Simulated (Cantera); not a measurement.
A perfectly stirred reactor is fed with NO : N2 = 1 : 12 (molar parts), at 0.0263 atm; it is held at 1473 K, and followed from long to short residence time.

Detailed kinetics in Cantera: GRI-Mech 3.0 (53 species, 325 reactions). Radical loss at walls, strong at low pressure, is not modelled.

### Question
What does this change do: temperature 1473 to 2200 K?

### Answer
```tsv
quantity	before	after
x(NO) at τ = 0.670 s	0.0769	0.0683
x(O2) at τ = 0.670 s	6.35e-8	0.00385
x(O) at τ = 0.670 s	1.42e-7	0.000904
x(N2) at τ = 0.670 s	0.923	0.927
x(N2O) at τ = 0.670 s	4.98e-7	2.13e-6
x(NO) at τ = 14.0 ms	0.0769	0.0769
x(O2) at τ = 14.0 ms	1.72e-11	1.76e-6
x(O) at τ = 14.0 ms	1.21e-8	1.68e-5
x(N2) at τ = 14.0 ms	0.923	0.923
x(N2O) at τ = 14.0 ms	1.41e-8	2.36e-6
```
